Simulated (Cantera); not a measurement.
A perfectly stirred reactor is fed with NH₃ : H₂ = 1 : 1.7 (molar parts), at 60.8 Torr; it is held at 2300 K, and followed from long to short residence time.

Model: the gas-phase N/H chemistry of the illustrative SiF4/NH3 mechanism in the Surface Chemkin manual (1991), integrated in Cantera. Walls and surfaces, which speed up NH3 decomposition in real reactors, are not modelled.

Question: What does this change do: temperature 2300 to 1898 K?

Answer: 
```csv
quantity,before,after
x(NH₃) at τ = 3.60 s,0.000271,0.0916
x(H₂) at τ = 3.60 s,0.841,0.806
x(N₂H₄) at τ = 3.60 s,3.08e-12,2.50e-9
x(N) at τ = 3.60 s,2.45e-5,3.99e-7
x(NH) at τ = 3.60 s,1.74e-5,4.26e-6
x(NH₃) at τ = 0.140 s,0.0492,0.328
x(H₂) at τ = 0.140 s,0.830,0.656
x(N₂H₄) at τ = 0.140 s,1.59e-9,1.35e-8
x(N) at τ = 0.140 s,8.14e-6,3.64e-7
x(NH) at τ = 0.140 s,4.75e-5,6.24e-6
```

Question: What does this change do: temperature 2300 to 2175 K?

Answer: 
```json
[
 {"quantity": "x(NH₃) at τ = 3.60 s", "before": "0.000271", "after": "0.00234"},
 {"quantity": "x(H₂) at τ = 3.60 s", "before": "0.841", "after": "0.856"},
 {"quantity": "x(N₂H₄) at τ = 3.60 s", "before": "3.08e-12", "after": "3.88e-11"},
 {"quantity": "x(N) at τ = 3.60 s", "before": "2.45e-5", "after": "7.42e-6"},
 {"quantity": "x(NH) at τ = 3.60 s", "before": "1.74e-5", "after": "1.37e-5"},
 {"quantity": "x(NH₃) at τ = 0.140 s", "before": "0.0492", "after": "0.120"},
 {"quantity": "x(H₂) at τ = 0.140 s", "before": "0.830", "after": "0.787"},
 {"quantity": "x(N₂H₄) at τ = 0.140 s", "before": "1.59e-9", "after": "4.64e-9"},
 {"quantity": "x(N) at τ = 0.140 s", "before": "8.14e-6", "after": "3.42e-6"},
 {"quantity": "x(NH) at τ = 0.140 s", "before": "4.75e-5", "after": "3.06e-5"}
]
```

Question: What does this change do: H2 1.7 to 8.6 parts?

Answer: 
```
quantity                  before     after
----------------------  --------  --------
x(NH₃) at τ = 3.60 s    0.000271  0.000134
x(H₂) at τ = 3.60 s        0.841     0.923
x(N₂H₄) at τ = 3.60 s   3.08e-12    <1e-12
x(N) at τ = 3.60 s       2.45e-5   1.59e-5
x(NH) at τ = 3.60 s      1.74e-5   1.03e-5
x(NH₃) at τ = 0.140 s     0.0492    0.0124
x(H₂) at τ = 0.140 s       0.830     0.940
x(N₂H₄) at τ = 0.140 s   1.59e-9  2.91e-10
x(N) at τ = 0.140 s      8.14e-6   1.05e-5
x(NH) at τ = 0.140 s     4.75e-5   3.53e-5
```
